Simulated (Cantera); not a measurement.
An isothermal, constant-pressure homogeneous reactor starts with 38.5 % C₂H₄, 61.5 % H₂, at 1250 K and 0.168 atm.

Detailed kinetics in Cantera: GRI-Mech 3.0 (53 species, 325 reactions). GRI-Mech 3.0 was tuned for natural gas; its chemistry of ethylene as a main component is partial and can be far from experiment. GRI-Mech 3.0 stops at C3 and has no aromatics, soot or wall deposition, so with more carbon than oxygen in the feed, carbon stays in small species such as C2H2 where larger ones or solid carbon would form.

Q: Predict: x(C₂H₄) at 20.0 s; x(H₂) at 20.0 s; x(H) at 20.0 s; x(C₂H₂) at 20.0 s; x(C₂H₆) at 20.0 s.

A: 
| Property | Value |
|---|---|
| x(C₂H₄) at 20.0 s | 0.0917 (gas-phase equilibrium 0.0599) |
| x(H₂) at 20.0 s | 0.560 (gas-phase equilibrium 0.412) |
| x(H) at 20.0 s | 2.59e-6 (gas-phase equilibrium 7.57e-7) |
| x(C₂H₂) at 20.0 s | 0.172 (gas-phase equilibrium 0.151) |
| x(C₂H₆) at 20.0 s | 0.000701 (gas-phase equilibrium 0.000358) |
